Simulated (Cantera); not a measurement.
A perfectly stirred reactor is fed with N2O : H2O = 1 : 0.025 (molar parts), at 503 Torr; it is held at 1575 K, and followed from long to short residence time.

Computed with Cantera and GRI-Mech 3.0 (53 species, 325 reactions). GRI-Mech 3.0 was tuned for natural gas; its chemistry of N2O as a main component is partial and can be far from experiment. The temperature is held fixed by assumption; the heat of reaction is taken as removed at once.

**Question.** What does this change do: pressure from 503 Torr to 1500 Torr?

**Answer.** 
| quantity | before | after |
|---|---|---|
| x(N2O) at τ = 0.770 s | 0.0135 | 0.00562 |
| x(H2O) at τ = 0.770 s | 0.0164 | 0.0164 |
| x(O2) at τ = 0.770 s | 0.287 | 0.307 |
| x(HO2) at τ = 0.770 s | 3.69e-7 | 5.18e-7 |
| x(N2) at τ = 0.770 s | 0.611 | 0.634 |
| x(N2O) at τ = 24.0 ms | 0.238 | 0.121 |
| x(H2O) at τ = 24.0 ms | 0.0182 | 0.0173 |
| x(O2) at τ = 24.0 ms | 0.194 | 0.241 |
| x(HO2) at τ = 24.0 ms | 1.41e-6 | 1.49e-6 |
| x(N2) at τ = 24.0 ms | 0.442 | 0.529 |

**Question.** What does this change do: N2O 1 to 1.7 parts?

**Answer.** 
```tsv
quantity	before	after
x(N2O) at τ = 0.770 s	0.0135	0.0140
x(H2O) at τ = 0.770 s	0.0164	0.00971
x(O2) at τ = 0.770 s	0.287	0.288
x(HO2) at τ = 0.770 s	3.69e-7	2.84e-7
x(N2) at τ = 0.770 s	0.611	0.613
x(N2O) at τ = 24.0 ms	0.238	0.246
x(H2O) at τ = 24.0 ms	0.0182	0.0108
x(O2) at τ = 24.0 ms	0.194	0.191
x(HO2) at τ = 24.0 ms	1.41e-6	1.04e-6
x(N2) at τ = 24.0 ms	0.442	0.440
```
